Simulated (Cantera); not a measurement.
Feed: 1 mol B₂H₆, a varied amount of N₂, 65 mol H₂, equilibrated at 2173.15 K and 70.0 mbar.

Cantera equilibrium calculation (NASA polynomials, part measured and part estimated; ideal gas, pure solids and liquids). Candidate condensed phases: B, BN; 15 gas species. The feed counts by its element totals alone. Mutual solubility and eutectic melting of coexisting phases are not modelled. Gases not in the tables: B₂H₆ and higher boranes. Rates play no part.

Task: Which condensed phases are stable at each of these points (n(N₂) (mol)): 0.24, 0.29, 0.36, 0.44, 0.54, 0.66, 0.81, 1, 1.2, 1.5, 1.8?

Result: 
```json
[
 {"n(N₂) (mol)": "0.24", "condensed phases": "B(s)", "B condensed (%)": "95.9"},
 {"n(N₂) (mol)": "0.29", "condensed phases": "B(s)", "B condensed (%)": "95.9"},
 {"n(N₂) (mol)": "0.36", "condensed phases": "B(s)", "B condensed (%)": "95.9"},
 {"n(N₂) (mol)": "0.44", "condensed phases": "B(s)", "B condensed (%)": "95.9"},
 {"n(N₂) (mol)": "0.54", "condensed phases": "B(s)", "B condensed (%)": "95.9"},
 {"n(N₂) (mol)": "0.66", "condensed phases": "B(s)", "B condensed (%)": "95.9"},
 {"n(N₂) (mol)": "0.81", "condensed phases": "B(s)", "B condensed (%)": "95.9"},
 {"n(N₂) (mol)": "1", "condensed phases": "B(s)", "B condensed (%)": "95.9"},
 {"n(N₂) (mol)": "1.2", "condensed phases": "B(s)", "B condensed (%)": "95.9"},
 {"n(N₂) (mol)": "1.5", "condensed phases": "B(s) + BN(s)", "B condensed (%)": "95.9"},
 {"n(N₂) (mol)": "1.8", "condensed phases": "B(s) + BN(s)", "B condensed (%)": "95.9"}
]
```

From 0.24 mol N₂ to 1.2 mol N₂ the condensed part is B(s). From 1.5 mol N₂ to 1.8 mol N₂ the condensed part is B(s) + BN(s).
